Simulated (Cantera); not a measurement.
Charge: 1 mol Si3N4, a varied amount of CO2, 1.3 mol H2, equilibrated at 1325 K and 2.20e-5 bar.

Equilibrium computed with Cantera from the NASA thermochemical tables; the gas is ideal and each condensed phase is pure. Candidate condensed phases: C, C6H6, C7H8, C8H18, H2O, Si, SiC, SiO2, Si2N2O, Si3N4; 151 gas species. Mutual solubility and eutectic melting of coexisting phases are not modelled. The tables hold silica as quartz up to 1696 K and as liquid above; real silica turns to tridymite and cristobalite and melts near 1996 K. Rates play no part.

Question: Which condensed phases are stable at each of these points (n(CO2) (mol)): 0.32, 0.41, 0.53, 0.68, 0.87, 1.1, 1.4, 1.8, 2.4, 3?

Answer: 
| n(CO2) (mol) | condensed phases | Si condensed (%) |
|---|---|---|
| 0.32 | SiC(s) + Si2N2O(s) + Si3N4(s) | 100.0 |
| 0.41 | SiC(s) + Si2N2O(s) + Si3N4(s) | 100.0 |
| 0.53 | SiC(s) + Si2N2O(s) + Si3N4(s) | 100.0 |
| 0.68 | SiC(s) + Si2N2O(s) | 99.9 |
| 0.87 | SiC(s) + Si2N2O(s) | 99.7 |
| 1.1 | SiC(s) + Si2N2O(s) | 99.6 |
| 1.4 | SiC(s) + Si2N2O(s) | 99.4 |
| 1.8 | SiO2(β-quartz) + Si2N2O(s) | 95.9 |
| 2.4 | SiO2(β-quartz) + Si2N2O(s) | 95.1 |
| 3 | SiO2(β-quartz) + Si2N2O(s) | 94.4 |

From 0.32 mol CO2 to 0.53 mol CO2 the condensed part is SiC(s) + Si2N2O(s) + Si3N4(s). From 0.68 mol CO2 to 1.4 mol CO2 the condensed part is SiC(s) + Si2N2O(s). From 1.8 mol CO2 to 3 mol CO2 the condensed part is SiO2(β-quartz) + Si2N2O(s).
